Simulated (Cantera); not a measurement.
Equilibrium for silicon epitaxy and polysilicon growth: SiHCl₃ + HCl + H₂

Feed: 1 mol SiHCl₃, a varied amount of HCl, 36 mol H₂, held at 1748.15 K and 10.0 Torr.

Method: chemical equilibrium by Gibbs-energy minimisation in Cantera with the NASA 1993 tables (ideal gas, pure condensed phases). Candidate condensed phases: Si; 19 gas species. The tables' values for SiCl₃, SiCl are old estimates; treat these amounts as uncertain. Gases not in the tables: Si₂H₆ and higher silanes. Rates play no part.

| n(HCl) (mol) | x H₂ | x HCl | x SiCl₂ | x H | x SiCl₃ | x Cl | x SiCl | x Si | n Si(l) |
|---|---|---|---|---|---|---|---|---|---|
| 0.42 | 0.923 | 0.0613 | 0.0136 | 0.00190 | 6.40e-5 | 9.76e-5 | 9.59e-5 | 0.000109 | 0.466 |
| 0.6 | 0.920 | 0.0635 | 0.0146 | 0.00190 | 7.13e-5 | 0.000101 | 9.94e-5 | 0.000109 | 0.423 |
| 0.77 | 0.917 | 0.0655 | 0.0156 | 0.00190 | 7.86e-5 | 0.000105 | 0.000103 | 0.000109 | 0.382 |
| 0.95 | 0.913 | 0.0675 | 0.0166 | 0.00189 | 8.67e-5 | 0.000108 | 0.000106 | 0.000109 | 0.338 |
| 1.1 | 0.911 | 0.0692 | 0.0175 | 0.00189 | 9.36e-5 | 0.000111 | 0.000109 | 0.000109 | 0.301 |
| 1.3 | 0.908 | 0.0714 | 0.0187 | 0.00189 | 0.000103 | 0.000115 | 0.000112 | 0.000109 | 0.250 |
| 1.5 | 0.904 | 0.0735 | 0.0199 | 0.00188 | 0.000113 | 0.000118 | 0.000116 | 0.000109 | 0.199 |
| 1.7 | 0.901 | 0.0755 | 0.0211 | 0.00188 | 0.000124 | 0.000122 | 0.000119 | 0.000109 | 0.147 |
| 1.8 | 0.899 | 0.0765 | 0.0217 | 0.00188 | 0.000129 | 0.000123 | 0.000121 | 0.000109 | 0.121 |
| 2 | 0.896 | 0.0784 | 0.0229 | 0.00188 | 0.000140 | 0.000127 | 0.000124 | 0.000109 | 0.0676 |
| 2.2 | 0.893 | 0.0803 | 0.0241 | 0.00187 | 0.000151 | 0.000130 | 0.000128 | 0.000109 | 0.0139 |
| 2.4 | 0.889 | 0.0842 | 0.0243 | 0.00187 | 0.000160 | 0.000136 | 0.000123 | 0.000100 | 0 |
x: gas mole fraction; n: condensed amount in mol.

From 0.42 mol HCl to 2.2 mol HCl the condensed part is Si(l). At 2.4 mol HCl nothing is condensed. The main Si-bearing gas is SiCl₂ throughout. The share of Si in condensed phases is highest at 0.42 mol HCl (46.6 %) and lowest at 2.4 mol HCl (0.0 %).
